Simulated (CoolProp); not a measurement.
Properties of the fluoroketone C6F12O (FK-5-1-12) along the isotherm 258.1 K (Tc = 441.8 K, pc = 18.69 bar, ω = 0.471).

The numbers come from the reference Helmholtz-energy equation of state, McLinden 2015 in CoolProp.

```json
[
 {"p (bar)": "15.6", "phase": "liquid", "Z": "0.1334", "cp (kJ/(kg K))": "1.087"},
 {"p (bar)": "31.2", "phase": "liquid", "Z": "0.2661", "cp (kJ/(kg K))": "1.086"},
 {"p (bar)": "46.7", "phase": "liquid", "Z": "0.3972", "cp (kJ/(kg K))": "1.085"},
 {"p (bar)": "62.3", "phase": "liquid", "Z": "…", "cp (kJ/(kg K))": "…"},
 {"p (bar)": "77.9", "phase": "liquid", "Z": "0.6593", "cp (kJ/(kg K))": "1.082"},
 {"p (bar)": "93.5", "phase": "liquid", "Z": "0.7894", "cp (kJ/(kg K))": "…"},
 {"p (bar)": "109", "phase": "liquid", "Z": "…", "cp (kJ/(kg K))": "…"},
 {"p (bar)": "125", "phase": "liquid", "Z": "1.051", "cp (kJ/(kg K))": "1.079"},
 {"p (bar)": "140", "phase": "liquid", "Z": "1.174", "cp (kJ/(kg K))": "1.078"},
 {"p (bar)": "156", "phase": "liquid", "Z": "1.305", "cp (kJ/(kg K))": "1.077"},
 {"p (bar)": "171", "phase": "liquid", "Z": "…", "cp (kJ/(kg K))": "1.076"},
 {"p (bar)": "187", "phase": "liquid", "Z": "1.558", "cp (kJ/(kg K))": "1.076"}
]
```

### Question
Some entries are withheld; supply them.

### Answer

- 62.3, Z: 0.5286
- 62.3, cp (kJ/(kg K)): 1.083
- 93.5, cp (kJ/(kg K)): 1.081
- 109, Z: 0.9182
- 109, cp (kJ/(kg K)): 1.080
- 171, Z: 1.428
